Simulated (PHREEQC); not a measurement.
**Reverse-osmosis permeate (model solution)**

A made-up water analysis in mmol/kgw, 25 °C, pH 6.1, pe -1.7: Na 0.0468; K 0.0041; Ca 0.0458; Mg 0.0188; Cl 0.0263; S(6) 0.00707; Alkalinity (meq/kgw) 0.14; Fe(2) 8.09e-05; Mn(2) 0.000788; Si 0.00217.

Na is adjusted to close the charge balance.
Valence states are taken as typed.

All values are PHREEQC results (ion-association model, wateq4f.dat), not measurements.

The ionic strength comes out as 0.000253 mol/kgw.

```csv
species,molality,activity,log γ
CO2,0.000247,0.000247,0.000
HCO3-,0.000141,0.000138,-0.008
Ca+2,4.57e-5,4.25e-5,-0.032
Na+,4.54e-5,4.46e-5,-0.008
Cl-,2.63e-5,2.58e-5,-0.008
Mg+2,1.87e-5,1.74e-5,-0.032
SO4-2,6.99e-6,6.49e-6,-0.032
K+,4.10e-6,4.02e-6,-0.008
H4SiO4,2.17e-6,2.17e-6,0.000
```

This is a speciation only: nothing precipitates in the calculation. Complexes and solids missing from the database can't appear.
